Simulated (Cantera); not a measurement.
Moist CO burnout

An isothermal, constant-pressure homogeneous reactor starts with CO : O₂ : H₂O : N₂ = 0.0011 : 0.031 : 0.015 : 1 (molar parts), equivalence ratio 0.018, at 1300 K and 5.90 bar.

Computed with Cantera and GRI-Mech 3.0 (53 species, 325 reactions).

```
t (s)         x CO    x O₂   x H₂O     x CO₂    x HO₂      x NO
--------  --------  ------  ------  --------  -------  --------
0.000300   0.00105  0.0296  0.0143   1.16e-7  3.84e-8    <1e-12
0.000683   0.00105  0.0296  0.0143   3.93e-6  1.07e-6    <1e-12
0.00155   0.000881  0.0295  0.0143  0.000170  4.02e-6  9.06e-11
0.00354   0.000495  0.0293  0.0143  0.000556  2.59e-6  7.24e-10
0.00805   0.000180  0.0292  0.0143  0.000871  1.06e-6   1.91e-9
0.0183     3.90e-5  0.0291  0.0143   0.00101  2.54e-7   3.15e-9
0.0417     5.33e-6  0.0291  0.0143   0.00105  4.07e-8   4.03e-9
0.0949     4.62e-7  0.0291  0.0143   0.00105  8.26e-9   4.48e-9
0.216      1.25e-8  0.0291  0.0143   0.00105  5.18e-9   4.68e-9
0.491     4.00e-10  0.0291  0.0143   0.00105  5.03e-9   4.79e-9
1.12      3.91e-10  0.0291  0.0143   0.00105  5.02e-9   4.91e-9
2.55      3.91e-10  0.0291  0.0143   0.00105  5.02e-9   5.16e-9
5.79      3.91e-10  0.0291  0.0143   0.00105  5.02e-9   5.72e-9
13.2      3.91e-10  0.0291  0.0143   0.00105  5.02e-9   7.01e-9
30.0      3.91e-10  0.0291  0.0143   0.00105  5.02e-9   9.95e-9
```
x: mole fraction; the columns are a selection and need not sum to one.

Equilibrium at this temperature and pressure: CO 3.91e-10, O₂ 0.0290, H₂O 0.0143, CO₂ 0.00105, HO₂ 5.01e-9, NO 0.000163 (gas phase only).
